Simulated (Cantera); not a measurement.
Charge: 1 mol B2O3, 3.3 mol O2, 1.6 mol N2, equilibrated at 2350 K and 20.3 Torr.

These are equilibrium values from Cantera (NASA tables, ideal gas, pure condensed phases), not measurements of a reactor. Candidate condensed phases: B, BN, B2O3; 17 gas species. Kinetics and transport are ignored.

Base state: O2 0.496, N2 0.254, B2O3 0.119, BO2 0.0861, O 0.0283, NO 0.0151, BO 0.00166 (mole fractions); condensed: gas only.

**Question.** What changes in the equilibrium state with this change: B2O3 replaced by BF3?

**Answer.** 
```tsv
species	before	after
O2	0.496	0.482
N2	0.254	0.245
BF3	0	0.121
B2O3	0.119	3.55e-9
BO2	0.0861	1.47e-5
F	0	0.0726
BOF	0	0.0361
NO	0.0151	0.0147
O	0.0283	0.0279
BOF2	0	0.000297
BF2	0	0.000124
BO	0.00166	2.88e-7
```
The tables' values for BF2 are old estimates; treat these amounts as uncertain.
